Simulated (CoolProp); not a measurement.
C2F6 (R116) along the isobar 299 kPa: density (kg/m³) from the reference equation and from simpler models built on Tc = 293.0 K, pc = 3048 kPa, ω = 0.257; each cubic takes its own stable root.

Computed with CoolProp (reference Helmholtz-energy equation of state, Lemmon 2006). It is a short technical equation, of lower accuracy than the large ones.

```csv
T (K),phase,reference,van der Waals,Redlich-Kwong,Soave-Redlich-Kwong,Peng-Robinson
270.9,gas,19.17,19.01,19.15,19.18,19.26
277.8,gas,18.62,18.50,18.61,18.63,18.71
284.8,gas,18.10,18.00,18.10,18.11,18.18
291.8,gas,17.61,17.54,17.62,17.62,17.69
298.8,gas,17.15,17.10,17.16,17.16,17.22
305.8,gas,16.71,16.68,16.73,16.72,16.78
312.8,gas,16.30,16.28,16.33,16.31,16.37
319.7,gas,15.92,15.91,15.94,15.92,15.98
326.7,gas,15.54,15.54,15.58,15.55,15.60
333.7,gas,15.19,15.20,15.22,15.20,15.25
340.7,gas,14.86,14.87,14.89,14.86,14.91
347.7,gas,14.54,14.56,14.57,14.54,14.59
354.6,gas,14.24,14.26,14.27,14.24,14.28
```
